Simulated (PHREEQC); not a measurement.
Consider water at 25 °C with 0.0025 mol CuCl2, 0.2 mol H2SO4 and 0.00034 mol KCl per kg of water. Closed to the air; pH follows from the charge balance.

All values are PHREEQC results (ion-association model, phreeqc.dat), not measurements.

Each row changes one thing in this solution. Precipitation was switched off in this run.

```
case                                       pH  ionic strength (mol/kgw)  HSO4- (mol/kgw)  SO4-2 (mol/kgw)  CuSO4 (mol/kgw)  K+ (mol/kgw)  SI of Sylvite (KCl)
---------------------------------------  ----  ------------------------  ---------------  ---------------  ---------------  ------------  -------------------
as made                                  0.75                     0.261            0.172           0.0274         0.000739      0.000324                -6.98
KCl replaced by KF at the same molality  0.75                     0.261            0.172           0.0274         0.000740      0.000324                -7.01
0.0087 mol/kgw Na2SO4 added              0.76                     0.274            0.178           0.0296         0.000761      0.000324                  [?]
KCl from 0.00034 to 0.0034 mol/kgw       0.74                     0.264            0.172           0.0275         0.000735       0.00324                -5.78
H2SO4 from 0.2 to 0.1 mol/kgw            1.01                     0.145           0.0797           0.0195              [?]           [?]                -6.92
temperature from 25 to 40 °C             0.76                     0.248            0.178              [?]              [?]      0.000325                -7.05
0.0041 mol/kgw CO2 added                 0.75                     0.261            0.172           0.0274         0.000739      0.000324                -6.98
```

### Question
What belongs in the gaps?

### Answer

- 0.0087 mol/kgw Na2SO4 added, SI of Sylvite (KCl): -6.99
- H2SO4 from 0.2 to 0.1 mol/kgw, CuSO4 (mol/kgw): 0.000779
- H2SO4 from 0.2 to 0.1 mol/kgw, K+ (mol/kgw): 0.000326
- temperature from 25 to 40 °C, SO4-2 (mol/kgw): 0.0209
- temperature from 25 to 40 °C, CuSO4 (mol/kgw): 0.000640

Complexes and solids missing from the database can't appear. Constants without temperature data keep their 25 °C values here.
